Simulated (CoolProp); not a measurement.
Vapour-liquid equilibrium of R13 (1) + isobutane (2) at 223.5 K; x and y are mole fractions of (1).

The numbers come from the multi-fluid Helmholtz-energy mixture model, Platzer 1990 and Bücker 2006; pair parameters Bell 2016 in CoolProp. This equation is an older, rougher fit; its heat capacities, sound speeds and derivatives of the liquid may be far off and weren't checked against measurements.

```csv
x,"bubble pressure, mixture model (MPa)","bubble pressure, Raoult's law (MPa)","y, mixture model","y, Raoult's law"
0.05,0.05517,0.03749,0.698,0.566
0.2,0.1465,0.09856,0.897,0.861
0.35,0.2121,0.1596,0.936,0.930
0.5,0.2623,0.2207,0.955,0.961
0.65,0.3061,0.2818,0.968,0.979
0.8,0.3509,0.3428,0.980,0.990
0.95,0.4037,0.4039,0.994,0.998
```

The largest gap from Raoult's law is +48.6 % in bubble pressure, at x = 0.2. No azeotrope shows between x = 0.05 and 0.95.

Pair parameters are fitted to limited data, so mixtures are less certain than the pure fluids.
